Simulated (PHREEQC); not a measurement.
A solution holds 0.042 mol HF, 0.0015 mol KF, 0.00094 mol H2SiF6 and 0.26 mol H2SO4 per kg of water, at 20 °C. Closed to the air; pH follows from the charge balance.

Equilibrium calculation in PHREEQC: ion-association model, phreeqc.dat.

```
Property                     Result
--------------------  -------------
pH                             0.64
ionic strength        0.331 mol/kgw
activity of water             0.990
specific conductance    79000 µS/cm
density                 1.014 g/cm³
total alkalinity        -568 meq/kg
```

```tsv
species	molality	activity	log γ
H+	0.294	0.230	-0.108
HSO4-	0.226	0.166	-0.134
HF	0.0432	0.0466	0.033
SO4-2	0.0338	0.00826	-0.612
K+	0.00143	0.000965	-0.170
SiF6-2	0.000940	0.000237	-0.599
F-	0.000221	0.000148	-0.175
KSO4-	7.15e-5	5.13e-5	-0.144
HF2-	3.46e-5	2.54e-5	-0.134
H4SiO4	2.98e-9	3.22e-9	0.033
```

This is a speciation only: nothing precipitates in the calculation. SiF6-2 is the database's only silicon fluoride.
